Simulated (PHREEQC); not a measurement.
Make-up at 25 °C: 0.19 mol NiSO4, 0.0031 mol CaCl2, 0.14 mol HCl and 3e-05 mol NaCl per kg of water. It is in equilibrium with CO2 at log p = -2 (atm). Otherwise closed; pH follows from the charge balance.

The numbers come from PHREEQC with the ion-association model, wateq4f.dat.

No solid was allowed to form.

Q: Estimate the pH.

A: pH 1.31.

Q: In which forms is Na present?

A: Na+ 95 %, NaSO4- 5.2 % of the Na.

Species that the database lacks are ignored.
